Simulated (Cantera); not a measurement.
Mixture: H2 : O2 : N2 = 1 : 0.588 : 2.21 (molar parts), equivalence ratio 0.85, at 2.57 atm, adiabatic and at constant pressure. Ignition delay is the time to a rise of 400 K.

Model: the H2/O2 subset of GRI-Mech 3.0, which has no nitrogen chemistry, integrated in Cantera. The hydrogen kinetics of GRI-Mech 3.0 are dated; newer H2 mechanisms differ, most at raised pressure. Below about 950 K walls govern HO2 and H2O2 in real vessels.

Task: What does this change do: H2 1 to 1.4 parts?

Result: 
```csv
quantity,before,after
delay at 900 K,0.257 s,0.220 s
delay at 975 K,22.8 ms,20.0 ms
delay at 1050 K,0.588 ms,0.632 ms
delay at 1125 K,42.0 µs,43.5 µs
delay at 1200 K,20.7 µs,21.0 µs
delay at 1275 K,13.1 µs,13.2 µs
apparent activation energy between 1125 and 1275 K,92 kJ/mol,95 kJ/mol
```

Task: What does this change do: 0.31 parts H2O added?

Result: 
```json
[
 {"quantity": "delay at 900 K", "before": "0.257 s", "after": "0.296 s"},
 {"quantity": "delay at 975 K", "before": "22.8 ms", "after": "36.0 ms"},
 {"quantity": "delay at 1050 K", "before": "0.588 ms", "after": "4.30 ms"},
 {"quantity": "delay at 1125 K", "before": "42.0 µs", "after": "0.189 ms"},
 {"quantity": "delay at 1200 K", "before": "20.7 µs", "after": "30.9 µs"},
 {"quantity": "delay at 1275 K", "before": "13.1 µs", "after": "16.4 µs"}
]
```
